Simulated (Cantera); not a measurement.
Mixture: CH4 : O2 : N2 : H2O = 1 : 4 : 15 : 0.85 (molar parts), equivalence ratio 0.50, at 1.00 bar, adiabatic and at constant pressure. Ignition delay is the time to a rise of 400 K.

Computed with Cantera and GRI-Mech 3.0 (53 species, 325 reactions).

What does this change do: 0.6 parts H2 added?


```csv
quantity,before,after
delay at 1048 K,0.353 s,7.24 ms
delay at 1248 K,17.9 ms,1.01 ms
delay at 1448 K,1.65 ms,0.247 ms
delay at 1648 K,0.287 ms,86.2 µs
delay at 1848 K,80.7 µs,36.8 µs
apparent activation energy between 1648 and 1848 K,160 kJ/mol,110 kJ/mol
```
